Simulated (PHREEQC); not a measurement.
A solution holds 0.04 mol K2CO3, 0.00015 mol H4SiO4 and 5.8e-05 mol CO2 per kg of water, at 25 °C. Closed to the air; pH follows from the charge balance.

Equilibrium calculation in PHREEQC: ion-association model, phreeqc.dat.

This is a speciation only: nothing precipitates in the calculation.

Problem. What pH, density does the model give?

Solution. pH 11.20; density 1.002 g/cm³.

Problem. In which forms is C present?

Solution. CO3-2 94 %, HCO3- 6.0 % of the C.
